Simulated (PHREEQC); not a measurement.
Solution (10 °C): 22 mmol/kgw KOH, 1.9 mmol/kgw H4SiO4 and 0.21 mmol/kgw (CH3)4NCl. Closed to the air; pH follows from the charge balance.

Model: ion-association model, phreeqc.dat, run in PHREEQC.

No solid was allowed to form.

### Question
Predict the pH, ionic strength.

### Answer
pH 12.76; ionic strength 0.0225 mol/kgw.

### Question
In which forms is Si present?

### Answer
H3SiO4- 83 %, H2SiO4-2 17 % of the Si.

(CH3)4N+ isn't in the database: it is added as a free cation with an ion size of 4 Å. At this temperature some constants are extrapolated from 25 °C, and those without enthalpy data are left unchanged.
